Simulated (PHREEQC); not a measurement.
Make-up at 20 °C: 0.19 mol/kgw HF and 0.00052 mol/kgw KF. Closed to the air; pH follows from the charge balance.

Model: ion-association model, phreeqc.dat, run in PHREEQC.

No solid was allowed to form.

Problem. What pH does the model give?

Solution. pH 1.85.

Problem. In which forms is F present?

Solution. HF 88 %, HF2- 6.5 %, F- 5.2 % of the F.

Complexes and solids missing from the database can't appear.
